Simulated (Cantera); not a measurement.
A perfectly stirred reactor is fed with CH₄ : O₂ : N₂ = 1 : 2.2 : 8.26 (molar parts), equivalence ratio 0.91, at 1.60 bar; it is adiabatic with a 475 K inlet, and is followed from long to short residence time, starting on the burning branch (τ in s: 0.16, 0.064, 0.025, 0.0099, 0.0039, 0.0015, 0.00059, 0.00023, 9.1e-05, 3.5e-05, 1.4e-05).

Computed with Cantera and GRI-Mech 3.0 (53 species, 325 reactions).

What does this change do: O2 2.2 to 2.9 parts?


| quantity | before | after |
|---|---|---|
| blow-out, bracketed by the residence times tried | burning at 91.0 µs, out at 35.0 µs | burning at 35.0 µs, out at 14.0 µs |
| x(CH₄) at τ = 0.160 s | 1.30e-6 | 1.18e-6 |
| x(O₂) at τ = 0.160 s | 0.0182 | 0.0722 |
| x(C₂H₆) at τ = 0.160 s | <1e-12 | <1e-12 |
| x(O) at τ = 0.160 s | 0.000432 | 0.000558 |
| x(CO₂) at τ = 0.160 s | 0.0823 | 0.0806 |
| x(CH₄) at τ = 1.50 ms | 5.84e-5 | 5.85e-5 |
| x(O₂) at τ = 1.50 ms | 0.0245 | 0.0748 |
| x(C₂H₆) at τ = 1.50 ms | 6.04e-10 | 4.70e-10 |
| x(O) at τ = 1.50 ms | 0.00172 | 0.00196 |
| x(CO₂) at τ = 1.50 ms | 0.0726 | 0.0757 |
